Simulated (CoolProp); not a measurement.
Fluoroethane (R161) at several states: fugacity coefficient from the reference equation and from simpler models built on Tc = 102.1 °C, pc = 5.010 MPa, ω = 0.216; each cubic takes its own stable root.

Computed with CoolProp (reference Helmholtz-energy equation of state, Wu 2012).

| T (°C) | p (MPa) | phase | reference |
|---|---|---|---|
| -39.45 | 0.109 | liquid | 0.8255 |
| -83.15 | 0.0721 | liquid | 0.09527 |
| 172.25 | 0.0987 | gas | 0.9960 |
| 29.15 | 0.318 | gas | 0.9542 |
| 4.75 | 0.0389 | gas | 0.9926 |

### Question
How far does each simpler model (van der Waals, Redlich-Kwong, Soave-Redlich-Kwong, Peng-Robinson) lie from the reference over these 5 states: mean and median of the absolute difference, and the worst?

### Answer
- van der Waals: mean 189.8 %, median 1.5 %, worst +928.6 % at -83.15 °C and 0.0721 MPa
- Redlich-Kwong: mean 22.7 %, median 0.6 %, worst +95.1 % at -83.15 °C and 0.0721 MPa
- Soave-Redlich-Kwong: mean 1.0 %, median 0.4 %, worst -3.7 % at -83.15 °C and 0.0721 MPa
- Peng-Robinson: mean 0.8 %, median 0.1 %, worst +3.1 % at -83.15 °C and 0.0721 MPa

At some of these states van der Waals, Redlich-Kwong gives the other phase, because its saturation line lies elsewhere.
